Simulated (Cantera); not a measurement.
An isothermal, constant-pressure homogeneous reactor starts with NO : N2 : H2O = 1 : 2.4 : 0.061 (molar parts), at 2150 K and 0.670 bar.

Computed with Cantera and GRI-Mech 3.0 (53 species, 325 reactions).

Predict: x(NO) at 2.00 s; x(N2O) at 2.00 s; x(O2) at 2.00 s; x(NO2) at 2.00 s; x(N2) at 2.00 s.


| Item | Value |
|---|---|
| x(NO) at 2.00 s | 0.0105 (gas-phase equilibrium 0.00943) |
| x(N2O) at 2.00 s | 4.50e-7 (gas-phase equilibrium 4.42e-7) |
| x(O2) at 2.00 s | 0.138 (gas-phase equilibrium 0.139) |
| x(NO2) at 2.00 s | 9.47e-6 (gas-phase equilibrium 8.56e-6) |
| x(N2) at 2.00 s | 0.832 (gas-phase equilibrium 0.832) |
